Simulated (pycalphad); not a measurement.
Source of the numbers: pycalphad with the COST 507 light-alloy database (1999); pressure 1 atm. The database dates from 1999; later assessments differ in places, in temperatures and in the compounds included. Amounts are mole fractions of atoms. Diffusion is slow at the low end, where real alloys seldom reach equilibrium.

**Question.** Give the equilibrium state of Ti-2.666Hf-0.3655B (wt.%) at 1600 K.

**Answer.** bcc, fraction 0.971, with 2.7 Hf, 0.04 B wt.%; BM, fraction 0.029, with 0.37 Hf, 18.4 B wt.%.

**Question.** Give the equilibrium state of Ti-2.666Hf-0.3655B (wt.%) at 650 K.

**Answer.** 
```
T = 650.00 K, P = 101325 Pa, N = 1 mol of atoms
G = -26725 J/mol, H = 7053 J/mol, S = 51.97 J/(mol K)  (SER reference)
chemical potentials (J/mol): Ti -24142, Hf -52247, B -170233
phase             fraction      x(Ti)      x(Hf)       x(B)
HCP_A3              0.9679     0.9923     0.0074   0.000241
BM                  0.0321     0.4998   0.000195     0.5000
```

Database names, with the compositions (at.%) that they take in these runs: BM: Ti 50 B 50. HCP_A3 is hcp.
